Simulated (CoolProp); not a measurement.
Vapour-liquid equilibrium of C2F6 (R116) (1) + propylene (2) at 237.8 K; x and y are mole fractions of (1).

Values from CoolProp's multi-fluid Helmholtz-energy mixture model, Lemmon 2006 and Lemmon 2013; pair parameters Bell 2016.

```csv
x,"bubble pressure, mixture model (kPa)","bubble pressure, Raoult's law (kPa)","y, mixture model","y, Raoult's law"
0.05,331.9,194.7,0.484,0.164
0.15,505.2,241.2,0.669,0.396
0.25,572.1,287.7,0.715,0.553
0.35,597.0,334.3,0.732,0.667
0.45,(withheld),380.8,0.742,0.752
0.55,(withheld),427.3,0.754,0.819
0.65,632.8,473.8,(withheld),0.873
0.75,(withheld),520.4,0.805,0.918
0.85,652.6,566.9,(withheld),0.955
0.95,647.5,613.4,0.940,0.986
```

**Question.** Complete the blanks.

**Answer.** 
- 0.45, bubble pressure, mixture model (kPa): 609.3
- 0.55, bubble pressure, mixture model (kPa): 620.3
- 0.65, y, mixture model: 0.773
- 0.75, bubble pressure, mixture model (kPa): 645.2
- 0.85, y, mixture model: 0.856

The largest gap from Raoult's law is +109.5 % in bubble pressure, at x = 0.15. y crosses x between x = 0.85 and 0.95: the model has an azeotrope there.

The pair parameters rest on a limited set of measurements; away from them the model extrapolates. With so large a gap from Raoult's law the liquid may split in two, which this calculation doesn't test in full.
